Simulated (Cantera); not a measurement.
Moist CO burnout

An isothermal, constant-pressure homogeneous reactor starts with CO : O₂ : H₂O : N₂ = 0.017 : 0.028 : 0.026 : 1 (molar parts), at 1398 K and 3.90 bar.

Model: GRI-Mech 3.0 (53 species, 325 reactions), integrated in Cantera.

| t (s) | x CO | x O₂ | x H₂O | x H₂O₂ | x H₂ |
|---|---|---|---|---|---|
| 2.00e-6 | 0.0159 | 0.0261 | 0.0243 | <1e-12 | 1.31e-12 |
| 8.60e-6 | 0.0159 | 0.0261 | 0.0243 | 1.22e-12 | 1.23e-10 |
| 3.69e-5 | 0.0159 | 0.0261 | 0.0243 | 4.65e-11 | 1.03e-8 |
| 0.000159 | 0.0157 | 0.0260 | 0.0242 | 1.34e-7 | 1.90e-5 |
| 0.000682 | 0.00338 | 0.0200 | 0.0242 | 3.96e-7 | 0.000112 |
| 0.00293 | 0.000246 | 0.0185 | 0.0244 | 6.27e-8 | 8.89e-6 |
| 0.0126 | 9.99e-6 | 0.0184 | 0.0245 | 6.34e-9 | 5.07e-7 |
| 0.0541 | 2.08e-7 | 0.0184 | 0.0245 | 1.03e-9 | 5.72e-8 |
| 0.233 | 5.72e-8 | 0.0184 | 0.0245 | 7.24e-10 | 4.04e-8 |
| 1.00 | 5.70e-8 | 0.0184 | 0.0245 | 7.22e-10 | 4.03e-8 |
x: mole fraction; the columns are a selection and need not sum to one.

Equilibrium at this temperature and pressure: CO 5.72e-8, O₂ 0.0182, H₂O 0.0245, H₂O₂ 7.20e-10, H₂ 4.05e-8 (gas phase only).
